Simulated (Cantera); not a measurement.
A perfectly stirred reactor is fed with 5.17 % CH4, 19.9 % O2, 74.9 % N2, at 5.00 bar; it is adiabatic with a 350 K inlet, and is followed from long to short residence time, starting on the burning branch (τ in s: 0.051, 0.025, 0.013, 0.0062, 0.003, 0.0015, 0.00074, 0.00037, 0.00018, 8.9e-05, 4.4e-05).

Computed with Cantera and GRI-Mech 3.0 (53 species, 325 reactions).

x: mole fraction; the columns are a selection and need not sum to one.

```
τ (s)    T (K)     x CH4    x O2    x HCO   x C2H6    x NO2    x CH3   x C2H4
-------  -----  --------  ------  -------  -------  -------  -------  -------
0.051     1554   3.15e-5  0.0958  6.31e-9  2.13e-8  3.08e-8  4.19e-6  8.75e-8
0.025     1551   5.33e-5  0.0959  1.30e-8  5.04e-8  3.67e-8  6.98e-6  2.01e-7
0.013     1547       [?]  0.0962      [?]      [?]  3.95e-8      [?]      [?]
0.0062    1538  0.000162  0.0967  5.49e-8  2.96e-7  3.73e-8  1.90e-5  1.05e-6
0.0030    1519  0.000337  0.0980  1.20e-7  9.80e-7  2.92e-8  3.36e-5  3.13e-6
0.0015     350    0.0517   0.199   <1e-12   <1e-12   <1e-12   <1e-12   <1e-12
0.00074    350    0.0517   0.199   <1e-12   <1e-12   <1e-12   <1e-12   <1e-12
0.00037    350    0.0517   0.199   <1e-12   <1e-12   <1e-12   <1e-12   <1e-12
0.00018    350    0.0517   0.199   <1e-12   <1e-12   <1e-12   <1e-12   <1e-12
8.9e-5     350    0.0517   0.199   <1e-12   <1e-12   <1e-12   <1e-12   <1e-12
4.4e-5     350    0.0517   0.199   <1e-12   <1e-12   <1e-12   <1e-12   <1e-12
```

**Question.** Some entries are withheld; supply them.

**Answer.** 
- 0.013, x CH4: 8.78e-5
- 0.013, x HCO: 2.54e-8
- 0.013, x C2H6: 1.12e-7
- 0.013, x CH3: 1.11e-5
- 0.013, x C2H4: 4.28e-7
